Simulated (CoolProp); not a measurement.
Vapour-liquid equilibrium of R125 (1) + R227EA (2) at 4.92 kPa; x and y are mole fractions of (1).

The numbers come from the multi-fluid Helmholtz-energy mixture model, Lemmon 2005 and Lemmon 2016; pair parameters Bell 2016 in CoolProp.

### Question
Give the bubble temperature and the first vapour's composition at x = 0.05, 0.55, 0.65. Is there an azeotrope?

### Answer
x = 0.05: 200.6 K, y = 0.261; x = 0.55: 184.4 K, y = 0.914; x = 0.65: 182.8 K, y = 0.942. No azeotrope shows between x = 0.05 and 0.95.

The pair parameters rest on a limited set of measurements; away from them the model extrapolates.
